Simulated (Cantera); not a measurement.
Charge: 1 mol BF₃, 0.4 mol O₂, 3.7 mol N₂, equilibrated at 13.3 mbar.

These are equilibrium values from Cantera (NASA tables, ideal gas, pure condensed phases), not measurements of a reactor. Candidate condensed phases: B, BN, B₂O₃; 31 gas species. The tables' values for BF₂ are old estimates; treat these amounts as uncertain. The numbers say what is thermodynamically allowed, not how fast it happens.

x: gas mole fraction; nothing condenses.

```json
[
 {"T (K)": "750", "x N₂": "0.725", "x BF₃": "0.196", "x F": "5.14e-11", "x O₂": "0.0784", "x BOF": "<1e-12", "x O": "<1e-12", "x NO": "4.70e-7"},
 {"T (K)": "900", "x N₂": "0.725", "x BF₃": "0.196", "x F": "6.51e-10", "x O₂": "0.0784", "x BOF": "6.05e-11", "x O": "1.31e-11", "x NO": "5.41e-6"},
 {"T (K)": "1050", "x N₂": "0.725", "x BF₃": "0.196", "x F": "3.73e-8", "x O₂": "0.0784", "x BOF": "1.18e-8", "x O": "1.62e-9", "x NO": "3.10e-5"},
 {"T (K)": "1200", "x N₂": "0.725", "x BF₃": "0.196", "x F": "9.55e-7", "x O₂": "0.0784", "x BOF": "4.12e-7", "x O": "6.08e-8", "x NO": "0.000115"},
 {"T (K)": "1350", "x N₂": "0.725", "x BF₃": "0.196", "x F": "[?]", "x O₂": "0.0783", "x BOF": "[?]", "x O": "[?]", "x NO": "[?]"},
 {"T (K)": "1500", "x N₂": "0.725", "x BF₃": "0.196", "x F": "1.00e-4", "x O₂": "0.0780", "x BOF": "4.86e-5", "x O": "9.81e-6", "x NO": "0.000716"},
 {"T (K)": "1650", "x N₂": "0.724", "x BF₃": "0.196", "x F": "[?]", "x O₂": "0.0775", "x BOF": "[?]", "x O": "[?]", "x NO": "[?]"},
 {"T (K)": "1800", "x N₂": "0.723", "x BF₃": "0.195", "x F": "0.00226", "x O₂": "0.0764", "x BOF": "0.00112", "x O": "0.000291", "x NO": "0.00240"},
 {"T (K)": "1950", "x N₂": "0.719", "x BF₃": "0.191", "x F": "0.00747", "x O₂": "0.0737", "x BOF": "0.00371", "x O": "0.00106", "x NO": "0.00376"},
 {"T (K)": "2100", "x N₂": "0.711", "x BF₃": "0.183", "x F": "0.0204", "x O₂": "0.0677", "x BOF": "0.0101", "x O": "0.00313", "x NO": "0.00537"},
 {"T (K)": "2250", "x N₂": "0.694", "x BF₃": "0.165", "x F": "0.0469", "x O₂": "0.0564", "x BOF": "0.0233", "x O": "0.00759", "x NO": "0.00686"},
 {"T (K)": "2400", "x N₂": "0.667", "x BF₃": "0.136", "x F": "0.0905", "x O₂": "0.0388", "x BOF": "0.0449", "x O": "0.0148", "x NO": "0.00757"}
]
```

**Question.** Fill in the missing entries.

**Answer.** 
- 1350, x F: 1.25e-5
- 1350, x BOF: 5.92e-6
- 1350, x O: 1.02e-6
- 1350, x NO: 0.000317
- 1650, x F: 0.000548
- 1650, x BOF: 0.000270
- 1650, x O: 6.24e-5
- 1650, x NO: 0.00139
